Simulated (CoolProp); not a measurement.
R123 at 298.15 K and 7.73 MPa flows at 0.34 m/s in a round tube of 4.6 mm bore and 15 µm roughness, fully developed (64/Re and Nu = 3.66 if laminar; Colebrook and Gnielinski if turbulent). Each further row changes one setting.

Values from CoolProp's reference Helmholtz-energy equation of state, Younglove 1994. It is a modified Benedict-Webb-Rubin equation, recast in Helmholtz form.

| case | Reynolds number | Darcy friction factor | pressure drop (Pa/m) | heat-transfer coefficient (W/(m² K)) | mass flow (kg/h) |
|---|---|---|---|---|---|
| as stated | 5040 | 0.0408 | 761 | 684 | 30.2 |
| velocity 0.68 m/s | 10100 | 0.0354 | 2640 | 1400 | 60.4 |
| diameter 9.2 mm | 10100 | 0.0332 | 310 | 670 | 121 |

Viscosity comes from a separate model (Tanaka 1996). Thermal conductivity comes from a separate model (Laesecke 1996).
